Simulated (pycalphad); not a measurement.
An equivalent pycalphad script:

```python
from pycalphad import Database, equilibrium, calculate, variables as v
import numpy as np
db = Database('COST507.tdb')
comps = ['SN', 'SI', 'VA']
phases = ['BCT_A5', 'DIAMOND_A4', 'LIQUID']
eq = equilibrium(db, comps, phases, {v.X('SI'): 0.686, v.T: np.arange(2350, 499, -75), v.P: 101325, v.N: 1}, output=['HM', 'SM'])
```

Source of the numbers: pycalphad with the COST 507 light-alloy database (1999); pressure 1 atm. These are 1990s assessments: newer ones move some temperatures and phases. Amounts are mole fractions of atoms.

Results at three of the temperatures:

```
T = 2350.00 K, P = 101325 Pa, N = 1 mol of atoms
G = -167899 J/mol, H = 97976 J/mol, S = 113.14 J/(mol K)  (SER reference)
chemical potentials (J/mol): Sn -237854, Si -135879
phase             fraction      x(Sn)      x(Si)
LIQUID              1.0000     0.3140     0.6860
```

```
T = 2200.00 K, P = 101325 Pa, N = 1 mol of atoms
G = -151063 J/mol, H = 93838 J/mol, S = 111.32 J/(mol K)  (SER reference)
chemical potentials (J/mol): Sn -217932, Si -120456
phase             fraction      x(Sn)      x(Si)
LIQUID              1.0000     0.3140     0.6860
```

```
T = 1825.00 K, P = 101325 Pa, N = 1 mol of atoms
G = -110255 J/mol, H = 83492 J/mol, S = 106.16 J/(mol K)  (SER reference)
chemical potentials (J/mol): Sn -169448, Si -83162
phase             fraction      x(Sn)      x(Si)
LIQUID              1.0000     0.3140     0.6860
```

Changes of the phase set, refined by bisection:

```
T (°C)  phases above           phases below
------  ------------  ---------------------
1361.2        liquid  diamond (Si) + liquid
```
